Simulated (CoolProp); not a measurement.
Water at 373.05 K and 0.0527 MPa flows at 16 m/s in a round tube of 2 mm bore and 15 µm roughness, fully developed (64/Re and Nu = 3.66 if laminar; Colebrook and Gnielinski if turbulent). Each further row changes one setting.

The numbers come from the reference Helmholtz-energy equation of state, Wagner 2002 in CoolProp.

| case | Reynolds number | Darcy friction factor | pressure drop (Pa/m) | heat-transfer coefficient (W/(m² K)) | mass flow (kg/h) |
|---|---|---|---|---|---|
| as stated | 804 | 0.0796 | ? | 44.6 | ? |
| velocity 32 m/s | 1610 | 0.0398 | ? | 44.6 | ? |
| diameter 4 mm | 1610 | 0.0398 | 393 | 22.3 | 0.223 |

Question: Complete the blanks.

Answer: 
- as stated, pressure drop (Pa/m): 1570
- as stated, mass flow (kg/h): 0.0558
- velocity 32 m/s, pressure drop (Pa/m): 3140
- velocity 32 m/s, mass flow (kg/h): 0.112

Viscosity comes from a separate model (Huber 2009). Thermal conductivity comes from a separate model (Huber 2012).
